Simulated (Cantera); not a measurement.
Charge: 1 mol Al(CH3)3, 1.7 mol N2O, 330 mol H2, equilibrated at 0.0100 bar.

Method: chemical equilibrium by Gibbs-energy minimisation in Cantera with the NASA 1993 tables (ideal gas, pure condensed phases). Candidate condensed phases: Al, AlN, Al2O3, C, C6H6, C7H8, C8H18, H2O; 148 gas species. The feed counts by its element totals alone. Equilibrium is a limit: real reactors are often held back by kinetics, nucleation or transport. All values below are at 1198 K.

Base state: H2 0.994, N2 0.00505, CO 0.000594, CH4 0.000159 (mole fractions); condensed: Al2O3(s) + C(graphite).

### Question
What changes in the equilibrium state with this change: N2O from 1.7 to 7 mol?

### Answer
```tsv
species	before	after
H2	0.994	0.964
N2	0.00505	0.0203
CO	0.000594	0.00866
CO2	<1e-9	4.74e-5
H2O	1.57e-7	0.00721
CH4	0.000159	4.58e-8
Al2O3(s), mol	0.500	0.500
C(graphite), mol	2.74	0
```
